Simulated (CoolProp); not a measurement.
Carbon dioxide along the isotherm 56.35 °C: Z from the reference equation and from simpler models built on Tc = 31.0 °C, pc = 7377 kPa, ω = 0.224; each cubic takes its own stable root.

The numbers come from the reference Helmholtz-energy equation of state, Span 1996 in CoolProp.

```json
[
 {"p (kPa)": "233", "phase": "gas", "reference": "0.9917", "Redlich-Kwong": "0.9914", "Peng-Robinson": "0.9906"},
 {"p (kPa)": "352", "phase": "gas", "reference": "0.9874", "Redlich-Kwong": "0.9870", "Peng-Robinson": "0.9858"},
 {"p (kPa)": "531", "phase": "gas", "reference": "0.9809", "Redlich-Kwong": "0.9804", "Peng-Robinson": "0.9786"},
 {"p (kPa)": "801", "phase": "gas", "reference": "0.9710", "Redlich-Kwong": "0.9702", "Peng-Robinson": "0.9676"},
 {"p (kPa)": "1210", "phase": "gas", "reference": "0.9558", "Redlich-Kwong": "0.9546", "Peng-Robinson": "0.9507"},
 {"p (kPa)": "1820", "phase": "gas", "reference": "0.9327", "Redlich-Kwong": "0.9308", "Peng-Robinson": "0.9251"},
 {"p (kPa)": "2750", "phase": "gas", "reference": "0.8960", "Redlich-Kwong": "0.8932", "Peng-Robinson": "0.8852"},
 {"p (kPa)": "4150", "phase": "gas", "reference": "0.8372", "Redlich-Kwong": "0.8329", "Peng-Robinson": "0.8223"},
 {"p (kPa)": "6260", "phase": "gas", "reference": "0.7378", "Redlich-Kwong": "0.7305", "Peng-Robinson": "0.7198"},
 {"p (kPa)": "9440", "phase": "supercritical", "reference": "0.5502", "Redlich-Kwong": "0.5328", "Peng-Robinson": "0.5425"},
 {"p (kPa)": "14200", "phase": "supercritical", "reference": "0.3730", "Redlich-Kwong": "0.4075", "Peng-Robinson": "0.4032"},
 {"p (kPa)": "21500", "phase": "supercritical", "reference": "0.4506", "Redlich-Kwong": "0.4927", "Peng-Robinson": "0.4636"},
 {"p (kPa)": "32400", "phase": "supercritical", "reference": "0.6047", "Redlich-Kwong": "0.6473", "Peng-Robinson": "0.5978"},
 {"p (kPa)": "48900", "phase": "supercritical", "reference": "0.8357", "Redlich-Kwong": "0.8776", "Peng-Robinson": "0.8028"},
 {"p (kPa)": "73800", "phase": "supercritical", "reference": "1.169", "Redlich-Kwong": "1.210", "Peng-Robinson": "1.101"}
]
```
